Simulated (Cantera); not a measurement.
# Stirred combustor or abatement burner

A perfectly stirred reactor is fed with 2.78 % CO, 2.59 % H2, 3.90 % CH4, 6.98 % O2, 83.8 % N2, equivalence ratio 1.5, at 7.70 atm; it is adiabatic with a 375 K inlet, and is followed from long to short residence time, starting on the burning branch (τ in s: 0.1, 0.046, 0.021, 0.0095, 0.0044, 0.002, 0.00092, 0.00042, 0.00019, 8.8e-05, 4e-05, 1.8e-05).

Detailed kinetics in Cantera: GRI-Mech 3.0 (53 species, 325 reactions).

```
τ (s)    T (K)    x CO    x H2    x CH4    x HCO   x H2O2      x O
-------  -----  ------  ------  -------  -------  -------  -------
0.10      1119  0.0314  0.0165  0.00974  1.48e-8  6.99e-6  4.51e-8
0.046      375  0.0278  0.0259   0.0390   <1e-12   <1e-12   <1e-12
0.021      375  0.0278  0.0259   0.0390   <1e-12   <1e-12   <1e-12
0.0095     375  0.0278  0.0259   0.0390   <1e-12   <1e-12   <1e-12
0.0044     375  0.0278  0.0259   0.0390   <1e-12   <1e-12   <1e-12
0.0020     375  0.0278  0.0259   0.0390   <1e-12   <1e-12   <1e-12
0.00092    375  0.0278  0.0259   0.0390   <1e-12   <1e-12   <1e-12
0.00042    375  0.0278  0.0259   0.0390   <1e-12   <1e-12   <1e-12
0.00019    375  0.0278  0.0259   0.0390   <1e-12   <1e-12   <1e-12
8.8e-5     375  0.0278  0.0259   0.0390   <1e-12   <1e-12   <1e-12
4.0e-5     375  0.0278  0.0259   0.0390   <1e-12   <1e-12   <1e-12
1.8e-5     375  0.0278  0.0259   0.0390   <1e-12   <1e-12   <1e-12
```
x: mole fraction; the columns are a selection and need not sum to one.
